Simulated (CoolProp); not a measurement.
A closed Brayton cycle with carbon dioxide: compressor inlet 329.15 K and 9.9 MPa, high pressure 24.6 MPa, turbine inlet 805 K, compressor efficiency 0.8, turbine efficiency 0.85, recuperator effectiveness 0.9 (on enthalpy, no pinch check). Each further row changes one setting.

Values from CoolProp's reference Helmholtz-energy equation of state, Span 1996.

```
case                           thermal efficiency (%)  net work (kJ/kg)  compressor to turbine work  compressor exit (K)  turbine exit (K)
-----------------------------  ----------------------  ----------------  --------------------------  -------------------  ----------------
as stated                                        28.8              65.7                        0.41                398.4             702.3
turbine inlet 755 K                              26.9              57.7                        0.44                398.4             655.8
compressor inlet 339.15 K                           ?              58.2                        0.47                417.8             702.3
high pressure 20.9 MPa                           27.6              56.7                           ?                385.7                 ?
recuperator effectiveness 0.5                       ?              65.7                        0.41                398.4             702.3
```

**Question.** Fill in the missing entries.

**Answer.** 
- compressor inlet 339.15 K, thermal efficiency (%): 27.1
- high pressure 20.9 MPa, compressor to turbine work: 0.38
- high pressure 20.9 MPa, turbine exit (K): 720.3
- recuperator effectiveness 0.5, thermal efficiency (%): 17.7
